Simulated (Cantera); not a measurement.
Input (Python, Cantera):

```python
import numpy as np
import cantera as ct

gas = ct.Solution("gri30.yaml")
gas.TPX = 1448, 1333, {'CH4': 1, 'N2': 13}
reactor = ct.IdealGasConstPressureReactor(gas, energy="off", clone=False)
net = ct.ReactorNet([reactor])
net.rtol, net.atol = 1e-08, 1e-18
show = ['CH4', 'C2H', 'CH3', 'C2H4', 'C2H6', 'H2']
times = np.geomspace(2e-06, 3, 11)

steps = ct.SolutionArray(gas, extra=["t"])
rows = []
print(f"{'t/s':>10s}{'T/K':>9s}{'P/Pa':>11s}" + "".join(f"{s:>11s}" for s in show))
for t in times:
    while net.time < t:
        t_next = net.step()
        steps.append(gas.state, t=t_next)
    rows.append([np.interp(t, steps.t, y) for y in (steps.T, steps.P, *steps(*show).X.T)])
    print(f"{t:10.3e}{rows[-1][0]:9.1f}{rows[-1][1]:11.4g}" + "".join(f"{x:11.3e}" for x in rows[-1][2:]))
rate = np.gradient(steps.T, steps.t)
print("integrator steps:", len(steps.t))
if steps.T.max() > steps.T[0] + 200:
    print(f"time of steepest temperature rise: {steps.t[rate.argmax()]:.4e} s")
gas.TPX = 1448, 1333, {'CH4': 1, 'N2': 13}
gas.equilibrate("TP")
print(f"equilibrium (TP): T = {gas.T:.1f} K  " + "  ".join(f"{s} {gas[s].X[0]:.3e}" for s in show))
```

Output:

```
       t/s      T/K       P/Pa        CH4        C2H        CH3       C2H4       C2H6         H2
 2.000e-06   1448.0       1333  7.143e-02  5.737e-41  2.343e-10  8.911e-22  9.262e-22  3.672e-12
 8.292e-06   1448.0       1333  7.143e-02  1.413e-37  1.017e-09  3.945e-20  6.872e-20  6.056e-11
 3.438e-05   1448.0       1333  7.143e-02  3.322e-34  4.877e-09  1.771e-18  6.188e-18  9.122e-10
 1.425e-04   1448.0       1333  7.143e-02  1.501e-30  2.638e-08  3.183e-16  7.223e-16  9.943e-09
 5.908e-04   1448.0       1333  7.143e-02  7.954e-27  1.290e-07  7.665e-14  7.663e-14  6.090e-08
 2.449e-03   1448.0       1333  7.143e-02  1.923e-23  5.578e-07  8.766e-12  6.133e-12  2.753e-07
 1.016e-02   1448.0       1333  7.143e-02  2.835e-20  2.334e-06  7.010e-10  4.291e-10  1.165e-06
 4.210e-02   1448.0       1333  7.142e-02  3.690e-17  9.651e-06  5.107e-08  2.579e-08  4.951e-06
 1.745e-01   1448.0       1333  7.138e-02  3.502e-14  3.825e-05  3.399e-06  9.833e-07  2.711e-05
 7.236e-01   1448.0       1333  7.088e-02  7.750e-12  1.289e-04  1.649e-04  1.553e-05  4.696e-04
 3.000e+00   1448.0       1333  6.342e-02  5.352e-10  1.975e-04  1.480e-03  3.722e-05  9.625e-03
integrator steps: 614
equilibrium (TP): T = 1448.0 K  CH4 6.617e-05  C2H 3.699e-09  CH3 3.387e-07  C2H4 6.940e-06  C2H6 1.203e-10  H2 9.989e-02
```

Cantera simulation using GRI-Mech 3.0 (53 species, 325 reactions); the numbers are that mechanism's predictions, not measurements. GRI-Mech 3.0 stops at C3 and has no aromatics, soot or wall deposition, so with more carbon than oxygen in the feed, carbon stays in small species such as C2H2 where larger ones or solid carbon would form. Radical loss at walls, strong at low pressure, is not modelled.
